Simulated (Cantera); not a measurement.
# HI + H2O + H2 (abatement and gas-phase synthesis)

Input: 1 mol HI, 0.071 mol H2O, 1.2 mol H2, held at 44.0 bar.

Equilibrium computed with Cantera from the NASA thermochemical tables; the gas is ideal and each condensed phase is pure. Candidate condensed phases: H2O, I2; 12 gas species. The ideal-gas law is rough above about 30 bar. The numbers say what is thermodynamically allowed, not how fast it happens.

From 602 °C to 2202 °C nothing is condensed.

```
T (°C)   x H2   x HI       x I   x H2O     x I2
------  -----  -----  --------  ------  -------
602     0.538  0.422  0.000213  0.0313  0.00908
802     0.541  0.414   0.00177  0.0312   0.0122
1002    0.545  0.402   0.00748  0.0311   0.0146
1202    0.549  0.383    0.0210  0.0309   0.0158
1402    0.554  0.356    0.0442  0.0306   0.0154
1602    0.560  0.320    0.0760  0.0301   0.0138
1802    0.566  0.280     0.112  0.0295   0.0115
2002    0.572  0.241     0.149  0.0289  0.00903
2202    0.576  0.204     0.182  0.0284  0.00688
```
x: gas mole fraction; nothing condenses.
